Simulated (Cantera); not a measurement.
A Cantera script and its output.

```python
import numpy as np
import cantera as ct

gas = ct.Solution("gri30.yaml")
gas.TPX = 2073, 100000, {'NO': 1, 'N2': 2.7}
reactor = ct.IdealGasConstPressureReactor(gas, energy="off", clone=False)
net = ct.ReactorNet([reactor])
net.rtol, net.atol = 1e-08, 1e-18
show = ['NO', 'O2', 'N2O', 'N2', 'NO2']
times = np.geomspace(0.0001, 2, 12)

steps = ct.SolutionArray(gas, extra=["t"])
rows = []
print(f"{'t/s':>10s}{'T/K':>9s}{'P/Pa':>11s}" + "".join(f"{s:>11s}" for s in show))
for t in times:
    while net.time < t:
        t_next = net.step()
        steps.append(gas.state, t=t_next)
    rows.append([np.interp(t, steps.t, y) for y in (steps.T, steps.P, *steps(*show).X.T)])
    print(f"{t:10.3e}{rows[-1][0]:9.1f}{rows[-1][1]:11.4g}" + "".join(f"{x:11.3e}" for x in rows[-1][2:]))
rate = np.gradient(steps.T, steps.t)
print("integrator steps:", len(steps.t))
if steps.T.max() > steps.T[0] + 200:
    print(f"time of steepest temperature rise: {steps.t[rate.argmax()]:.4e} s")
gas.TPX = 2073, 100000, {'NO': 1, 'N2': 2.7}
gas.equilibrate("TP")
print(f"equilibrium (TP): T = {gas.T:.1f} K  " + "  ".join(f"{s} {gas[s].X[0]:.3e}" for s in show))
```

Result:

```
       t/s      T/K       P/Pa         NO         O2        N2O         N2        NO2
 1.000e-04   2073.0      1e+05  2.702e-01  3.682e-07  1.177e-05  7.297e-01  5.536e-06
 2.460e-04   2073.0      1e+05  2.702e-01  2.821e-06  2.257e-05  7.297e-01  1.768e-05
 6.053e-04   2073.0      1e+05  2.700e-01  2.629e-05  3.315e-05  7.298e-01  4.463e-05
 1.489e-03   2073.0      1e+05  2.697e-01  1.666e-04  3.614e-05  7.300e-01  6.383e-05
 3.664e-03   2073.0      1e+05  2.689e-01  5.777e-04  3.595e-05  7.304e-01  6.698e-05
 9.016e-03   2073.0      1e+05  2.668e-01  1.598e-03  3.533e-05  7.314e-01  7.186e-05
 2.218e-02   2073.0      1e+05  2.617e-01  4.132e-03  3.385e-05  7.339e-01  8.222e-05
 5.458e-02   2073.0      1e+05  2.491e-01  1.042e-02  3.041e-05  7.403e-01  1.009e-04
 1.343e-01   2073.0      1e+05  2.189e-01  2.547e-02  2.318e-05  7.553e-01  1.244e-04
 3.304e-01   2073.0      1e+05  1.566e-01  5.657e-02  1.176e-05  7.864e-01  1.268e-04
 8.129e-01   2073.0      1e+05  7.080e-02  9.946e-02  2.655e-06  8.293e-01  7.490e-05
 2.000e+00   2073.0      1e+05  1.837e-02  1.257e-01  5.660e-07  8.555e-01  2.176e-05
integrator steps: 767
equilibrium (TP): T = 2073.0 K  NO 7.705e-03  O2 1.310e-01  N2O 4.505e-07  N2 8.608e-01  NO2 9.314e-06
```

Cantera simulation using GRI-Mech 3.0 (53 species, 325 reactions); the numbers are that mechanism's predictions, not measurements.
